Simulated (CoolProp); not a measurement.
The numbers come from the reference Helmholtz-energy equation of state, McLinden 2020 in CoolProp.

**Question.** For R1336mzz(Z), give the phase and the density (kg/m³) at 441.3 K and 3.31 MPa; 468.6 K and 3.31 MPa.

**Answer.** 
- 441.3 K and 3.31 MPa: liquid; density 807
- 468.6 K and 3.31 MPa: supercritical; density 254
